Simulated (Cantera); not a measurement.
Feed: 1 mol SiC, 0.094 mol N₂O, 400 mol H₂, held at 2125 K and 23.0 Pa.

Equilibrium computed with Cantera from the NASA thermochemical tables; the gas is ideal and each condensed phase is pure. Candidate condensed phases: C, C₆H₆, C₇H₈, C₈H₁₈, H₂O, Si, SiC, SiO₂, Si₂N₂O, Si₃N₄; 151 gas species. The numbers say what is thermodynamically allowed, not how fast it happens.

Base state: H₂ 0.784, H 0.212, Si 0.00211, C₂H₂ (acetylene) 0.000811, CO 0.000209, HCN 0.000175, N₂ 0.000115, SiC₂ 9.33e-5 (mole fractions); condensed: gas only.

### Question
What changes in the equilibrium state with this change: SiC replaced by Si₃N₄?

### Answer
| species | before | after |
|---|---|---|
| H₂ | 0.784 | 0.778 |
| H | 0.212 | 0.211 |
| Si | 0.00211 | 0.00637 |
| N₂ | 0.000115 | 0.00462 |
| C₂H₂ (acetylene) | 0.000811 | 0 |
| CO | 0.000209 | 0 |

### Question
What changes in the equilibrium state with this change: pressure from 23.0 Pa to 1.70 bar?

### Answer
| species | before | after |
|---|---|---|
| H₂ | 0.784 | 0.996 |
| H | 0.212 | 0.00278 |
| N₂ | 0.000115 | 0.000209 |
| Si | 0.00211 | 6.30e-5 |
| SiH₂ | 4.55e-7 | 0.000127 |
| CH₄ | 3.46e-8 | 7.20e-5 |
| SiC₂ | 9.33e-5 | 8.48e-8 |
| SiO | 1.08e-7 | 9.23e-5 |
| C₂H₂ (acetylene) | 0.000811 | 3.14e-5 |
| SiC(s), mol | 0 | 0.866 |
Gases not in the tables: Si₂H₆ and higher silanes.
